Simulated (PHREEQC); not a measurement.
A solution holds 0.0083 mol/kgw NiSO4 and 0.0013 mol/kgw NiCl2, at 44 °C. It is in equilibrium with CO2 at log p = -3.4 (atm). Otherwise closed; pH follows from the charge balance.

Computed with PHREEQC (ion-association model, wateq4f.dat).

This is a speciation only: nothing precipitates in the calculation.

**Question.** Predict the pH, ionic strength.

**Answer.** pH 5.53; ionic strength 0.0268 mol/kgw.

**Question.** In which forms is Ni present?

**Answer.** Ni+2 73 %, NiSO4 27 % of the Ni.

Away from 25 °C the constants follow the database's enthalpies or fits; those with neither stay at their 25 °C values.
